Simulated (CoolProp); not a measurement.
Vapour pressure (kPa) of CH3F (R41): the reference equation beside estimates from Tc = 44.1 °C, pc = 5906 kPa, ω = 0.200. Clausius-Clapeyron is anchored at -67.85 °C with a constant enthalpy of vaporisation of 16.08 kJ/mol.

Model: reference Helmholtz-energy equation of state, Lemmon 2006, in CoolProp. It is a short technical equation, of lower accuracy than the large ones.

```json
[
 {"T (°C)": "-102.15", "reference": "22.20", "Lee-Kesler": "19.97", "Clausius-Clapeyron": "26.42", "Redlich-Kwong": "35.61"},
 {"T (°C)": "-90.75", "reference": "48.58", "Lee-Kesler": "45.21", "Clausius-Clapeyron": "53.59", "Redlich-Kwong": "76.07"},
 {"T (°C)": "-79.25", "reference": "96.43", "Lee-Kesler": "92.29", "Clausius-Clapeyron": "100.5", "Redlich-Kwong": "146.3"},
 {"T (°C)": "-67.85", "reference": "174.9", "Lee-Kesler": "171.1", "Clausius-Clapeyron": "174.9", "Redlich-Kwong": "256.2"},
 {"T (°C)": "-56.35", "reference": "297.5", "Lee-Kesler": "295.7", "Clausius-Clapeyron": "288.3", "Redlich-Kwong": "419.9"},
 {"T (°C)": "-44.85", "reference": "477.5", "Lee-Kesler": "480.1", "Clausius-Clapeyron": "452.0", "Redlich-Kwong": "648.9"},
 {"T (°C)": "-33.45", "reference": "727.9", "Lee-Kesler": "737.0", "Clausius-Clapeyron": "676.3", "Redlich-Kwong": "952.6"},
 {"T (°C)": "-21.95", "reference": "1070", "Lee-Kesler": "1087", "Clausius-Clapeyron": "978.5", "Redlich-Kwong": "1348"}
]
```

Absolute difference from the reference over all 8 rows, mean and median: Lee-Kesler 3.4 and 1.9 %, Clausius-Clapeyron 7.2 and 6.2 %, Redlich-Kwong 43.6 and 43.8 %.
